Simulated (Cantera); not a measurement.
## Hydrocarbon pyrolysis for carbon deposition

A perfectly stirred reactor is fed with 35.6 % C₂H₄, 64.0 % H₂, 0.427 % N₂, at 1.13 Torr; it is held at 1900 K, and followed from long to short residence time.

Model: GRI-Mech 3.0 (53 species, 325 reactions), integrated in Cantera. GRI-Mech 3.0 was tuned for natural gas; its chemistry of ethylene as a main component is partial and can be far from experiment. GRI-Mech 3.0 stops at C3 and has no aromatics, soot or wall deposition, so with more carbon than oxygen in the feed, carbon stays in small species such as C2H2 where larger ones or solid carbon would form. Radical loss at walls, strong at low pressure, is not modelled.

| τ (s) | x C₂H₄ | x H₂ | x H | x CH₂ | x C₂H₂ | x C₂H₆ |
|---|---|---|---|---|---|---|
| 8.3 | 0.000211 | 0.732 | 0.00299 | 4.41e-8 | 0.262 | 7.48e-11 |
| 2.5 | 0.00142 | 0.733 | 0.00116 | 1.43e-8 | 0.261 | 2.90e-10 |
| 0.77 | 0.00717 | 0.732 | 0.000531 | 2.14e-8 | 0.257 | 1.25e-9 |
| 0.24 | 0.0277 | 0.727 | 0.000295 | 4.46e-8 | 0.242 | 4.38e-9 |
| 0.072 | 0.0863 | 0.711 | 0.000194 | 9.27e-8 | 0.199 | 1.26e-8 |
| 0.022 | 0.191 | 0.684 | 0.000133 | 1.43e-7 | 0.122 | 2.51e-8 |
| 0.0067 | 0.288 | 0.658 | 6.80e-5 | 1.08e-7 | 0.0499 | 3.17e-8 |
x: mole fraction; the columns are a selection and need not sum to one.
